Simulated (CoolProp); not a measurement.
The numbers come from the reference Helmholtz-energy equation of state, Thol 2015 in CoolProp.

Task: For octamethylcyclotetrasiloxane (D4), give the phase and the Joule-Thomson coefficient (K/MPa) at 216.95 °C and 0.00485 MPa; 216.95 °C and 0.674 MPa.

Result: 
- 216.95 °C and 0.00485 MPa: gas; Joule-Thomson coefficient 14.6
- 216.95 °C and 0.674 MPa: liquid; Joule-Thomson coefficient 0.0893
